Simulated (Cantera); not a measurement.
**Equilibrium for metals in furnace atmospheres: Cu + CO₂ + H₂**

Input: 1 mol Cu, 6.8 mol CO₂, 18 mol H₂.

Equilibrium computed with Cantera from the NASA thermochemical tables; the gas is ideal and each condensed phase is pure. Candidate condensed phases: C, C₆H₆, C₇H₈, C₈H₁₈, Cu, CuO, Cu(OH)₂, Cu₂O, H₂O; 113 gas species. Kinetics and transport are ignored.

Q: Map the stable condensed phases over T = 875, 950, 1025, 1100, 1175, 1250, 1325, 1400, 1475, 1550, 1625, 1700, 1775 °C and P in Pa = 10, 41, 160, 670, 2700, 11000, 45000, 180000, 740000, 3000000.

A: 
```
T in °C \ P in Pa
              10      41     160     670    2700   11000   45000  180000  740000 3000000
   1775        A       A       A       A       A       A       B       B       B       B
   1700        A       A       A       A       A       B       B       B       B       B
   1625        A       A       A       A       A       B       B       B       B       B
   1550        A       A       A       A       B       B       B       B       B       B
   1475        A       A       A       A       B       B       B       B       B       B
   1400        A       A       A       B       B       B       B       B       B       B
   1325        A       A       B       B       B       B       B       B       B       B
   1250        A       B       B       B       B       B       B       B       B       B
   1175        B       B       B       B       B       B       B       B       B       B
   1100        B       B       B       B       B       B       B       B       B       B
   1025        B       B       B       B       B       B       B       B       B       B
    950        B       B       B       B       B       B       B       B       B       B
    875        B       B       B       B       B       B       B       B       B       B
```
A: gas only; B: Cu.
